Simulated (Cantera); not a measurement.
Feed: 1 mol SiH₄, 1.5 mol NH₃, equilibrated at 1500 °C.

Cantera equilibrium calculation (NASA polynomials, part measured and part estimated; ideal gas, pure solids and liquids). Candidate condensed phases: Si, Si₃N₄; 18 gas species. Gases not in the tables: Si₂H₆ and higher silanes. Rates play no part.

### Question
At 0.0120 bar, list the 4 most abundant gas species with their mole fractions, and the condensed phases.

### Answer
H₂ 0.848, N₂ 0.150, H 0.00239, Si 0.000178. Condensed: Si(l).
